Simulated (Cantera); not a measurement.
A closed system holds: 1 mol SiC, a varied amount of CO2, 170 mol H2, held at 1902 °C and 0.0270 bar.

Method: chemical equilibrium by Gibbs-energy minimisation in Cantera with the NASA 1993 tables (ideal gas, pure condensed phases). Candidate condensed phases: C, C6H6, C7H8, C8H18, H2O, Si, SiC, SiO2; 123 gas species. Gases not in the tables: Si2H6 and higher silanes. Rates play no part.

x: gas mole fraction; n: condensed amount in mol.

```
n(CO2) (mol)   x H2     x H      x CO     x H2O  x SiO  n SiC(s)
------------  -----  ------  --------  --------  -----  --------
0.016         0.968  0.0292  0.000179  4.53e-10    ___     0.641
0.04          0.967  0.0292  0.000447   1.15e-9    ___     0.632
0.1           0.967  0.0292   0.00111   3.03e-9    ___     0.607
0.25          0.965  0.0292   0.00274   8.55e-9    ___     0.537
0.65          0.960  0.0291   0.00684   2.83e-8    ___     0.306
1.6           0.951  0.0290    0.0147   2.22e-7    ___         0
4.1           0.926  0.0286    0.0285    0.0116    ___         0
```

### Question
Some entries are withheld; supply them.

### Answer

- 0.016, x SiO: 5.91e-6
- 0.04, x SiO: 1.54e-5
- 0.1, x SiO: 4.28e-5
- 0.25, x SiO: 0.000138
- 0.65, x SiO: 0.000616
- 1.6, x SiO: 0.00348
- 4.1, x SiO: 0.00560
